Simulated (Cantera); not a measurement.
A closed system holds: 1 mol AlBr3, 0.67 mol O2, 29 mol H2, at 1.00 Torr.

Cantera equilibrium calculation (NASA polynomials, part measured and part estimated; ideal gas, pure solids and liquids). Candidate condensed phases: Al, AlBr3, Al2O3, Br2, H2O; 25 gas species. The tables' values for AlOH are old estimates; treat these amounts as uncertain. Rates play no part.

x: gas mole fraction; n: condensed amount in mol.

```json
[
 {"T (K)": "1048", "x H2": "0.908", "x HBr": "0.0880", "x Br": "2.25e-5", "x H": "2.02e-7", "n Al2O3(s)": "0.447"},
 {"T (K)": "1148", "x H2": "0.908", "x HBr": "0.0879", "x Br": "0.000103", "x H": "1.87e-6", "n Al2O3(s)": "0.447"},
 {"T (K)": "1248", "x H2": "0.908", "x HBr": "0.0877", "x Br": "0.000371", "x H": "1.22e-5", "n Al2O3(s)": "0.447"},
 {"T (K)": "1348", "x H2": "0.908", "x HBr": "0.0874", "x Br": "[?]", "x H": "[?]", "n Al2O3(s)": "0.447"},
 {"T (K)": "1448", "x H2": "0.905", "x HBr": "0.0879", "x Br": "0.00287", "x H": "0.000240", "n Al2O3(s)": "0.447"},
 {"T (K)": "1548", "x H2": "0.902", "x HBr": "0.0867", "x Br": "[?]", "x H": "[?]", "n Al2O3(s)": "0.446"},
 {"T (K)": "1648", "x H2": "0.900", "x HBr": "0.0811", "x Br": "0.0126", "x H": "0.00231", "n Al2O3(s)": "0.446"},
 {"T (K)": "1748", "x H2": "0.897", "x HBr": "0.0719", "x Br": "0.0213", "x H": "0.00593", "n Al2O3(s)": "0.444"},
 {"T (K)": "1848", "x H2": "0.890", "x HBr": "0.0601", "x Br": "0.0319", "x H": "0.0137", "n Al2O3(s)": "0.439"},
 {"T (K)": "1948", "x H2": "0.875", "x HBr": "0.0475", "x Br": "0.0427", "x H": "0.0289", "n Al2O3(s)": "0.428"}
]
```

Task: Fill in the missing entries.

Result: 
- 1548, x Br: 0.00649
- 1548, x H: 0.000801
- 1348, x Br: 0.00111
- 1348, x H: 6.04e-5
